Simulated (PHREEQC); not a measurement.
0.036 g of hydrous ferric oxide (600 m²/g; 0.2 weak and 0.005 strong sites per Fe, Dzombak-Morel constants, diffuse double layer) in 1 kg of water with 0.05 mol/kgw of an inert sodium salt and 0.0001 mmol/kgw H3BO3, at 25 °C; the pH is set by adding NaOH or the inert anion's acid. Oxygen is held at 0.21 atm. No CO2 enters from the air. Precipitation was switched off in this run.

All values are PHREEQC results (ion-association model, wateq4f.dat), not measurements.

```json
[
 {"pH": "3", "B sorbed (%)": "0.0", "surface charge σ (C/m²)": "0.357", "surface potential ψ (mV)": "169"},
 {"pH": "3.5", "B sorbed (%)": "0.0", "surface charge σ (C/m²)": "0.335", "surface potential ψ (mV)": "166"},
 {"pH": "4", "B sorbed (%)": "0.0", "surface charge σ (C/m²)": "0.294", "surface potential ψ (mV)": "160"},
 {"pH": "4.5", "B sorbed (%)": "0.0", "surface charge σ (C/m²)": "0.238", "surface potential ψ (mV)": "149"},
 {"pH": "5", "B sorbed (%)": "0.0", "surface charge σ (C/m²)": "0.181", "surface potential ψ (mV)": "135"},
 {"pH": "5.5", "B sorbed (%)": "0.0", "surface charge σ (C/m²)": "0.130", "surface potential ψ (mV)": "118"},
 {"pH": "6", "B sorbed (%)": "0.0", "surface charge σ (C/m²)": "0.089", "surface potential ψ (mV)": "99"},
 {"pH": "6.5", "B sorbed (%)": "0.0", "surface charge σ (C/m²)": "0.058", "surface potential ψ (mV)": "78"},
 {"pH": "7", "B sorbed (%)": "0.0", "surface charge σ (C/m²)": "0.034", "surface potential ψ (mV)": "56"},
 {"pH": "7.5", "B sorbed (%)": "0.0", "surface charge σ (C/m²)": "0.017", "surface potential ψ (mV)": "31"},
 {"pH": "8", "B sorbed (%)": "0.0", "surface charge σ (C/m²)": "0.003", "surface potential ψ (mV)": "6"},
 {"pH": "8.5", "B sorbed (%)": "0.0", "surface charge σ (C/m²)": "-0.010", "surface potential ψ (mV)": "-20"},
 {"pH": "9", "B sorbed (%)": "0.0", "surface charge σ (C/m²)": "-0.026", "surface potential ψ (mV)": "-45"},
 {"pH": "9.5", "B sorbed (%)": "0.0", "surface charge σ (C/m²)": "-0.046", "surface potential ψ (mV)": "-69"},
 {"pH": "10", "B sorbed (%)": "0.0", "surface charge σ (C/m²)": "-0.074", "surface potential ψ (mV)": "-90"},
 {"pH": "10.5", "B sorbed (%)": "0.0", "surface charge σ (C/m²)": "-0.111", "surface potential ψ (mV)": "-110"},
 {"pH": "11", "B sorbed (%)": "0.0", "surface charge σ (C/m²)": "-0.158", "surface potential ψ (mV)": "-128"}
]
```

Complexes and solids missing from the database can't appear. The oxide is taken as insoluble; below pH 4 it would dissolve.
